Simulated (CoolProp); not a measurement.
Properties of octamethyltrisiloxane (MDM) at several states.

Model: reference Helmholtz-energy equation of state, Thol 2017, in CoolProp.

| T (°C) | p (MPa) | phase | cp (kJ/(kg K)) | speed of sound (m/s) | expansivity (1/kK) |
|---|---|---|---|---|---|
| 59.45 | 0.579 | liquid | 1.864 | 805.3 | 1.319 |
| 111.25 | 0.99 | liquid | 1.996 | 644.8 | 1.522 |
| -46.85 | 1.09 | liquid | 1.656 | 1178 | 1.092 |
| 76.65 | 0.194 | liquid | 1.909 | 745.2 | 1.391 |
| 208.15 | 0.0479 | gas | 1.895 | 128.7 | 2.249 |
